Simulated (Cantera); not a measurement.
An adiabatic, constant-volume homogeneous reactor starts with 5.65 % CH4, 19.8 % O2, 74.5 % N2, at 1125 K and 0.553 atm.

Detailed kinetics in Cantera: GRI-Mech 3.0 (53 species, 325 reactions).

**Question.** Predict: time of steepest temperature rise; temperature at 0.200 s; equilibrium temperature; x(O2) at 0.200 s; x(CO) at 0.200 s.

**Answer.** 
| Property | Result |
|---|---|
| time of steepest temperature rise | 0.169 s |
| temperature at 0.200 s | 2454 K |
| equilibrium temperature | 2451 K |
| x(O2) at 0.200 s | 0.0786 (gas-phase equilibrium 0.0779) |
| x(CO) at 0.200 s | 0.00477 (gas-phase equilibrium 0.00473) |
